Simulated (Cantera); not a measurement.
Thermodynamics of nitride etching, feed Si3N4 + NF3 + N2

Input: 1 mol Si3N4, 0.75 mol NF3, 7.8 mol N2, at 1277 °C and 0.100 bar.

Equilibrium computed with Cantera from the NASA thermochemical tables; the gas is ideal and each condensed phase is pure. Candidate condensed phases: Si, Si3N4; 16 gas species. The tables' values for SiF3, SiF2 are old estimates; treat these amounts as uncertain. Rates play no part.

```yaml
x(N2): 0.936
x(SiF4): 0.0552
x(SiF3): 0.00801
x(SiF2): 0.000607
n(Si3N4(s)): 0.805 mol
gas_amount: 9.148 mol
log10 activity of Si(s) (absent): -1.92
```
